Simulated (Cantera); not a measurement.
What does this Cantera script print?

```python
import numpy as np
import cantera as ct

gas_names = """
    AL2CL6 ALCL3
""".split()
cond_names = """

""".split()


def load(file, names, dense=False):
    # The tables refer to 1 bar. Condensed volumes are neglected.
    table = {s.name: s for s in ct.Species.list_from_file(file)}
    out = []
    for n in names:
        d = dict(table[n].input_data)
        d["thermo"] = dict(d["thermo"], **{"reference-pressure": 1e5})
        if dense:
            d["equation-of-state"] = {"model": "constant-volume", "density": "1e6 g/cm^3"}
        out.append(ct.Species.from_dict(d))
    return out


species = {s.name: s for s in load("nasa_gas.yaml", gas_names) + load("nasa_condensed.yaml", cond_names)}
# Each term lists the table entries of one substance; the one whose range holds T is used.
reactions = {
    'Al2Cl6(g) = 2 AlCl3(g)':
        [(-1, ['AL2CL6']), (2, ['ALCL3'])],
}


def pick(names, T):
    return next(species[n] for n in names if species[n].thermo.min_temp <= T <= species[n].thermo.max_temp)


results = []
for label, terms in reactions.items():
    print(label)
    print("     T/K   dH/kJ  dS/(J/K)   dG/kJ   log10 K")
    for T in [450, 650, 850, 1050, 1250, 1450, 1650]:
        used = [(nu, pick(names, T)) for nu, names in terms]
        dH = sum(nu * s.thermo.h(T) for nu, s in used) / 1e6
        dS = sum(nu * s.thermo.s(T) for nu, s in used) / 1e3
        dG = dH - T * dS / 1e3
        logK = -dG * 1e6 / (ct.gas_constant * T * np.log(10))
        results.append((label, T, dH, dS, dG, logK, [s.name for _, s in used]))
        print(f"{T:8g} {dH:8.1f} {dS:8.1f} {dG:8.1f} {logK:8.2f}")
```

Output:

```
Al2Cl6(g) = 2 AlCl3(g)
     T/K   dH/kJ  dS/(J/K)   dG/kJ   log10 K
     450    124.2    147.4     57.8    -6.71
     650    120.9    141.4     29.0    -2.33
     850    117.6    137.0      1.1    -0.07
    1050    114.2    133.5    -25.9     1.29
    1250    110.9    130.6    -52.3     2.18
    1450    107.6    128.1    -78.1     2.81
    1650    104.3    125.9   -103.5     3.28
```

Source: NASA polynomial tables (part measured, part estimated), evaluated in Cantera. Condensed species are held in their standard states even where they would react or evaporate.
